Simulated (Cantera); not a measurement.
A closed system holds: 1 mol Mg(OH)2, 8.8 mol H2O, 1.1 mol H2, 0.012 mol C, at 7.40 mbar.

These are equilibrium values from Cantera (NASA tables, ideal gas, pure condensed phases), not measurements of a reactor. Candidate condensed phases: C, C6H6, C7H8, C8H18, H2O, Mg, MgCO3, MgO, Mg(OH)2; 116 gas species. Equilibrium is a limit: real reactors are often held back by kinetics, nucleation or transport.

x: gas mole fraction; n: condensed amount in mol.

| T (K) | x H2O | x H2 | x H | x OH | x O2 | x Mg | n MgO(s) |
|---|---|---|---|---|---|---|---|
| 1225 | 0.896 | 0.103 | 1.16e-6 | 9.21e-8 | [?] | 2.44e-12 | 1.00 |
| 1300 | 0.896 | 0.103 | 4.12e-6 | 4.69e-7 | [?] | 3.87e-11 | 1.00 |
| 1375 | 0.896 | 0.103 | 1.28e-5 | 2.00e-6 | [?] | 4.53e-10 | 1.00 |
| 1450 | 0.896 | 0.103 | 3.52e-5 | 7.37e-6 | [?] | 4.07e-9 | 1.000 |
| 1525 | 0.896 | 0.103 | 8.81e-5 | 2.39e-5 | [?] | 2.94e-8 | 1.000 |
| 1600 | 0.896 | 0.103 | 0.000202 | 6.92e-5 | [?] | 1.75e-7 | 1.000 |
| 1675 | 0.896 | 0.103 | 0.000432 | 0.000183 | [?] | 8.86e-7 | 1.000 |
| 1750 | 0.895 | 0.102 | 0.000865 | 0.000443 | [?] | 3.88e-6 | 1.000 |
| 1825 | 0.894 | 0.102 | 0.00164 | 0.00100 | [?] | 1.50e-5 | 1.000 |
| 1900 | 0.891 | 0.102 | 0.00295 | 0.00211 | [?] | 5.22e-5 | 0.999 |
| 1975 | 0.886 | 0.103 | 0.00510 | 0.00419 | [?] | 0.000166 | 0.998 |
| 2050 | 0.875 | 0.104 | 0.00852 | 0.00781 | [?] | 0.000492 | 0.993 |
| 2125 | 0.856 | 0.108 | 0.0139 | 0.0136 | [?] | 0.00139 | 0.981 |
| 2200 | 0.823 | 0.115 | 0.0222 | 0.0221 | [?] | 0.00384 | 0.950 |

Fill in the missing entries.


- 1225, x O2: 4.59e-12
- 1300, x O2: 7.73e-11
- 1375, x O2: 9.61e-10
- 1450, x O2: 9.22e-9
- 1525, x O2: 7.11e-8
- 1600, x O2: 4.53e-7
- 1675, x O2: 2.45e-6
- 1750, x O2: 1.15e-5
- 1825, x O2: 4.74e-5
- 1900, x O2: 0.000174
- 1975, x O2: 0.000571
- 2050, x O2: 0.00165
- 2125, x O2: 0.00415
- 2200, x O2: 0.00894
